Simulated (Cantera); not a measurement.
Input: 1 mol AlN, 8.7 mol Cl2, at 1898 K and 0.000300 bar.

These are equilibrium values from Cantera (NASA tables, ideal gas, pure condensed phases), not measurements of a reactor. Candidate condensed phases: Al, AlCl3, AlN; 11 gas species. The tables' values for AlCl2 are old estimates; treat these amounts as uncertain. Equilibrium is a limit: real reactors are often held back by kinetics, nucleation or transport.

Base state: Cl 0.906, AlCl3 0.0525, N2 0.0311, AlCl2 0.00727, AlCl 0.00244, Cl2 0.00103 (mole fractions); condensed: gas only.

Question: What changes in the equilibrium state with this change: AlN replaced by BN?

Answer: 
| species | before | after |
|---|---|---|
| Cl | 0.906 | 0.906 |
| BCl3 | 0 | 0.0492 |
| N2 | 0.0311 | 0.0309 |
| AlCl3 | 0.0525 | 0 |
| AlCl2 | 0.00727 | 0 |
| BCl2 | 0 | 0.00722 |
| BCl | 0 | 0.00538 |
The tables' values for BCl2, BCl are old estimates; treat these amounts as uncertain. Further candidate phases: B, BN.
